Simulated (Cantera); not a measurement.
A perfectly stirred reactor is fed with CH3OH : O2 : N2 = 0.014 : 0.023 : 1 (molar parts), at 4.93 atm; it is held at 1300 K, and followed from long to short residence time.

Detailed kinetics in Cantera: GRI-Mech 3.0 (53 species, 325 reactions). GRI-Mech 3.0 was tuned for natural gas; its chemistry of methanol as a main component is partial and can be far from experiment. The temperature is held fixed by assumption; the heat of reaction is taken as removed at once.

Task: What does this change do: 0.0065 parts H2 added?

Result: 
```csv
quantity,before,after
x(CH3OH) at τ = 2.10 s,1.22e-6,5.27e-7
x(O2) at τ = 2.10 s,0.00195,2.77e-5
x(HCO) at τ = 2.10 s,5.26e-10,9.41e-10
x(C2H) at τ = 2.10 s,<1e-12,<1e-12
x(H) at τ = 2.10 s,4.37e-7,1.89e-5
x(CH3OH) at τ = 48.0 ms,1.17e-5,4.91e-6
x(O2) at τ = 48.0 ms,0.00232,0.000280
x(HCO) at τ = 48.0 ms,2.25e-8,2.55e-8
x(C2H) at τ = 48.0 ms,<1e-12,<1e-12
x(H) at τ = 48.0 ms,1.22e-5,8.56e-5
```
